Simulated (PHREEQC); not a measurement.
A solution holds 0.0039 mol NH3 and 1.8e-05 mol CO2 per kg of water, at 40 °C. Closed to the air; pH follows from the charge balance.

All values are PHREEQC results (ion-association model, phreeqc.dat), not measurements.

```
Quantity                    Result
----------------  ----------------
pH                            9.93
ionic strength    0.000285 mol/kgw
total alkalinity       3.90 meq/kg
```

```json
[
 {"species": "NH3", "molality": "0.00362", "activity": "0.00362", "log γ": "0.000"},
 {"species": "NH4+", "molality": "0.000278", "activity": "0.000273", "log γ": "-0.009"},
 {"species": "OH-", "molality": "0.000254", "activity": "0.000249", "log γ": "-0.009"},
 {"species": "HCO3-", "molality": "1.17e-5", "activity": "1.14e-5", "log γ": "-0.009"},
 {"species": "CO3-2", "molality": "6.32e-6", "activity": "5.84e-6", "log γ": "-0.034"},
 {"species": "CO2", "molality": "2.67e-9", "activity": "2.67e-9", "log γ": "0.000"}
]
```

This is a speciation only: nothing precipitates in the calculation. Away from 25 °C the constants follow the database's enthalpies or fits; those with neither stay at their 25 °C values.
